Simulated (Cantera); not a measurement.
Input: 1 mol FeS₂, 1.4 mol H₂S, 0.95 mol H₂O, held at 0.100 bar.

These are equilibrium values from Cantera (NASA tables, ideal gas, pure condensed phases), not measurements of a reactor. Candidate condensed phases: Fe, FeO, Fe(OH)₂, Fe(OH)₃, FeS, FeSO₄, FeS₂, Fe₂O₃, Fe₂(SO₄)₃, Fe₃O₄, H₂O, H₂SO₄, S; 22 gas species. FeS: taken at fixed stoichiometry. Equilibrium is a limit: real reactors are often held back by kinetics, nucleation or transport.

x: gas mole fraction; n: condensed amount in mol.

```
T (°C)   x H₂   x S₂  x H₂O   x H₂S     x SH    x SO₂  x SO  n FeS(l)
------  -----  -----  -----  ------  -------  -------  ----  --------
1227    0.269  0.278  0.280   0.163  0.00443  0.00385   [?]     1.000
1277    0.289  0.284  0.274   0.140  0.00563  0.00467   [?]     1.000
1327    0.307  0.289  0.269   0.120  0.00699  0.00564   [?]     1.000
1377    0.322  0.292  0.263   0.103  0.00853  0.00679   [?]     1.000
1427    0.336  0.295  0.258  0.0890   0.0103  0.00809   [?]     1.000
1477    0.348  0.295  0.251  0.0769   0.0121  0.00954   [?]     1.000
1527    0.359  0.295  0.245  0.0667   0.0142   0.0111   [?]     1.000
```

Q: Some entries are withheld; supply them.

A: 
- 1227, x SO: 0.000689
- 1277, x SO: 0.00104
- 1327, x SO: 0.00155
- 1377, x SO: 0.00224
- 1427, x SO: 0.00318
- 1477, x SO: 0.00441
- 1527, x SO: 0.00600
